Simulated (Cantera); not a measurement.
## Catalytic stagnation flow on Pt

A jet of CH₄ : O₂ : N₂ = 0.023 : 0.087 : 0.79 (molar parts), equivalence ratio 0.53 at 300 K and 0.290 bar hits a platinum plate 2.8 cm away at a mass flux of 0.19 kg/m²/s; the plate temperature is set and raised in steps from an oxygen-covered start.

Detailed kinetics in Cantera: Deutschmann's 1995 Pt surface mechanism with GRI-Mech 3.0 gas chemistry. Catalytic surfaces can have several steady states; this one follows from the mechanism file's or the stated starting coverage.

| plate T (K) | wall x CH₄ | wall x O₂ | wall x H₂O | wall x OH | wall x CO | wall x CO₂ | θ free Pt | θ O* | θ OH* |
|---|---|---|---|---|---|---|---|---|---|
| 900 | 0.0179 | 0.0804 | 0.0143 | 1.59e-8 | 6.09e-6 | 0.00940 | 0.161 | 0.837 | 0.00157 |
| 950 | 0.0135 | 0.0710 | 0.0224 | 5.12e-8 | 6.38e-6 | 0.0148 | 0.226 | 0.772 | 0.00183 |
| 1000 | 0.00983 | 0.0632 | 0.0292 | 1.42e-7 | 6.30e-6 | 0.0193 | 0.294 | 0.704 | 0.00189 |
| 1050 | 0.00724 | 0.0578 | 0.0339 | 3.48e-7 | 6.18e-6 | 0.0224 | 0.364 | 0.634 | 0.00182 |
| 1100 | 0.00549 | 0.0541 | 0.0370 | 7.63e-7 | 6.15e-6 | 0.0245 | 0.432 | 0.567 | 0.00168 |
| 1150 | 0.00432 | 0.0517 | 0.0391 | 1.54e-6 | 6.29e-6 | 0.0259 | 0.497 | 0.502 | 0.00151 |
x: mole fraction at the wall; θ: surface coverage.
